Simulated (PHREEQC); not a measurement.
Model water analysis in mmol/kgw, 20 °C, pH 6.41, pe 1.2: Na 13.4; K 9.8; Ca 3.39; Mg 12.7; Cl 39.8; S(6) 0.995; Alkalinity (meq/kgw) 15.3; B 0.237; Li 0.0147.

Valence states are taken as typed.

Model: ion-association model, phreeqc.dat, run in PHREEQC.

Task: The ionic strength comes out as 0.0697 mol/kgw. What activity coefficients do SO4-2, Ca+2, CO3-2, MgHCO3+, HCO3- get?

Result: SO4-2 0.42, Ca+2 0.44, CO3-2 0.43, MgHCO3+ 0.80, HCO3- 0.81.

No solid was allowed to form. Species that the database lacks are ignored.
